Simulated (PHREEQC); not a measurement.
**Silver or lead bath (model solution)**

Solution (25 °C): 0.079 mmol/kgw PbCl2 and 0.07 mmol/kgw NaCl. Closed to the air; pH follows from the charge balance.

All values are PHREEQC results (ion-association model, wateq4f.dat), not measurements.

Precipitation was switched off in this run.

Problem. Predict the pH.

Solution. pH 5.93.

Problem. In which forms is Pb present?

Solution. Pb+2 98 %, PbOH+ 1.5 %, PbCl+ 0.8 % of the Pb.
